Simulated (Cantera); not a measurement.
Charge: 1 mol Ta, 3 mol O2, equilibrated at 13.3 mbar.

Cantera equilibrium calculation (NASA polynomials, part measured and part estimated; ideal gas, pure solids and liquids). Candidate condensed phases: Ta, Ta2O5; 6 gas species. Kinetics and transport are ignored.

log p: log10 of the partial pressure in bar; n: condensed amount in mol.

```tsv
T (K)	log p O2	log p O	log p TaO2	log p O3	n Ta2O5(s)	n Ta2O5(l)
1875	-1.88	-4.56	-10.00	-10.31	0.500	0
1900	-1.88	-4.46	-9.72	-10.25	0.500	0
1925	-1.88	[?]	[?]	-10.20	0.500	0
1950	-1.88	-4.28	-9.17	-10.15	0.500	0
1975	-1.88	[?]	[?]	-10.10	0.500	0
2000	-1.88	-4.11	-8.65	-10.05	0.500	0
2025	-1.88	-4.03	-8.40	-10.01	0.500	0
2050	-1.88	-3.95	-8.15	-9.96	0.500	0
2075	-1.88	-3.87	-7.93	-9.92	0	0.500
2100	-1.88	-3.80	-7.71	-9.87	0	0.500
```

Task: What belongs in the gaps?

Result: 
- 1925, log p O: -4.37
- 1925, log p TaO2: -9.44
- 1975, log p O: -4.20
- 1975, log p TaO2: -8.90
